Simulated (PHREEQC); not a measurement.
Solution (44 °C): 0.067 mol Ca(NO3)2 and 0.0015 mol KBr per kg of water. Closed to the air; pH follows from the charge balance.

All values are PHREEQC results (ion-association model, phreeqc.dat), not measurements.

No solid was allowed to form.

Task: Estimate the specific conductance, density.

Result: specific conductance 18400 µS/cm; density 0.999 g/cm³.

Species that the database lacks are ignored. Constants without temperature data keep their 25 °C values here.
